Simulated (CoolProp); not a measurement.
A simple Rankine cycle with fluoroethane (R161): condensing at 308.15 K, boiler at 4.12 MPa, turbine inlet 379.9 K, turbine efficiency 0.75, pump efficiency 0.8, no recuperator. Each further row changes one setting.

Computed with CoolProp (reference Helmholtz-energy equation of state, Wu 2012).

```json
[
 {"case": "as stated", "thermal efficiency (%)": "9.3", "net work (kJ/kg)": "33.7", "heat in (kJ/kg)": "364", "turbine exit temperature (K)": "313.0", "volume ratio over the turbine": "?"},
 {"case": "turbine inlet 399.9 K", "thermal efficiency (%)": "9.8", "net work (kJ/kg)": "40.6", "heat in (kJ/kg)": "413", "turbine exit temperature (K)": "339.3", "volume ratio over the turbine": "3.49"},
 {"case": "condensing temperature 300.15 K", "thermal efficiency (%)": "?", "net work (kJ/kg)": "40.1", "heat in (kJ/kg)": "382", "turbine exit temperature (K)": "303.7", "volume ratio over the turbine": "4.46"},
 {"case": "boiler pressure 2.88 MPa", "thermal efficiency (%)": "7.4", "net work (kJ/kg)": "29.8", "heat in (kJ/kg)": "402", "turbine exit temperature (K)": "?", "volume ratio over the turbine": "2.40"},
 {"case": "turbine efficiency 0.65", "thermal efficiency (%)": "7.9", "net work (kJ/kg)": "28.5", "heat in (kJ/kg)": "364", "turbine exit temperature (K)": "316.1", "volume ratio over the turbine": "3.70"}
]
```

### Question
Some entries are withheld; supply them.

### Answer

- as stated, volume ratio over the turbine: 3.63
- condensing temperature 300.15 K, thermal efficiency (%): 10.5
- boiler pressure 2.88 MPa, turbine exit temperature (K): 338.8
